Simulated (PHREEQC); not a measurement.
Solution (25 °C): 0.011 mol/kgw ZnCl2 and 4.3e-05 mol/kgw H2SO4. Closed to the air; pH follows from the charge balance.

The numbers come from PHREEQC with the ion-association model, phreeqc.dat.

```
quantity          before    after
---------------  -------  -------
pH                  4.12     4.79
SO4-2 (mol/kgw)  2.57e-5  6.82e-6
HSO4- (mol/kgw)  1.15e-7  8.27e-9
```

Q: Name the change that produced these shifts.
A) 0.0091 mol/kgw Na2SO4 added
B) ZnCl2 from 0.011 to 0.022 mol/kgw
C) diluted 5-fold with water
D) ZnCl2 replaced by LiCl at the same molality
E) temperature from 25 to 85 °C

A: C, diluted 5-fold with water

Precipitation was switched off in this run.
